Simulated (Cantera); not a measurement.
Feed: 1 mol SiHCl3, 0.26 mol NH3, 5.4 mol H2, equilibrated at 10.0 Torr.

These are equilibrium values from Cantera (NASA tables, ideal gas, pure condensed phases), not measurements of a reactor. Candidate condensed phases: NH4Cl, Si, Si3N4; 28 gas species. Mutual solubility and eutectic melting of coexisting phases are not modelled. The tables' values for SiCl3, SiCl are old estimates; treat these amounts as uncertain. Equilibrium is a limit: real reactors are often held back by kinetics, nucleation or transport.

log p: log10 of the partial pressure in bar; n: condensed amount in mol.

| T (K) | log p H2 | log p HCl | log p SiCl2 | log p SiCl4 | log p SiHCl3 | log p N2 | log p SiCl3 | n Si(s) | n Si3N4(s) |
|---|---|---|---|---|---|---|---|---|---|
| 850 | -1.93 | -4.01 | -6.02 | -2.92 | -3.61 | <-13 | -5.40 | 0.0337 | 0.0650 |
| 950 | -1.93 | ? | ? | -2.94 | -3.65 | ? | -4.73 | ? | 0.0650 |
| 1050 | -1.94 | -3.21 | -4.21 | -2.99 | -3.71 | -9.86 | -4.23 | 0.0851 | 0.0650 |
| 1150 | -1.96 | ? | ? | ? | ? | ? | -3.88 | ? | 0.0650 |
| 1250 | -1.99 | -2.78 | -3.18 | -3.42 | -4.07 | -6.90 | -3.72 | 0.0611 | 0.0650 |
| 1350 | -2.00 | -2.70 | -2.96 | -3.93 | -4.48 | -5.74 | -3.80 | 0 | 0.0645 |
| 1450 | -2.01 | -2.66 | -2.89 | -4.57 | -4.98 | -4.67 | -4.01 | 0 | 0.0588 |
| 1550 | -2.01 | -2.69 | -2.84 | -5.24 | -5.48 | -3.91 | -4.27 | 0.0332 | 0.0289 |
| 1650 | -2.02 | -2.70 | -2.83 | -5.84 | -5.93 | -3.66 | -4.50 | 0.103 | 0 |

Question: Some entries are withheld; supply them.

Answer: 
- 950, log p HCl: -3.56
- 950, log p SiCl2: -5.01
- 950, log p N2: -11.81
- 950, n Si(s): 0.0551
- 1150, log p HCl: -2.95
- 1150, log p SiCl2: -3.60
- 1150, log p SiCl4: -3.12
- 1150, log p SiHCl3: -3.83
- 1150, log p N2: -8.25
- 1150, n Si(s): 0.0992
